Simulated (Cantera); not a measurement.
Charge: 1 mol MgSO4, 6.8 mol CO2, held at 0.00133 bar.

Cantera equilibrium calculation (NASA polynomials, part measured and part estimated; ideal gas, pure solids and liquids). Candidate condensed phases: C, Mg, MgCO3, MgO, MgS, MgSO4, S; 26 gas species. Kinetics and transport are ignored. All values below are at 2098 K.

Base state: CO2 0.614, CO 0.139, O2 0.121, SO2 0.108, O 0.0131, SO 0.00294, Mg 0.00199, MgO 9.71e-5 (mole fractions); condensed: MgO(s).

**Question.** What changes in the equilibrium state with this change: CO2 from 6.8 to 0.077 mol?

**Answer.** 
```json
[
 {"species": "SO2", "before": "0.108", "after": "0.611"},
 {"species": "O2", "before": "0.121", "after": "0.309"},
 {"species": "CO2", "before": "0.614", "after": "0.0419"},
 {"species": "CO", "before": "0.139", "after": "0.00595"},
 {"species": "SO", "before": "0.00294", "after": "0.0104"},
 {"species": "O", "before": "0.0131", "after": "0.0209"},
 {"species": "Mg", "before": "0.00199", "after": "0.00125"},
 {"species": "SO3", "before": "5.92e-6", "after": "5.36e-5"},
 {"species": "S", "before": "2.51e-5", "after": "5.57e-5"},
 {"species": "MgO(s), mol", "before": "0.981", "after": "0.998"}
]
```
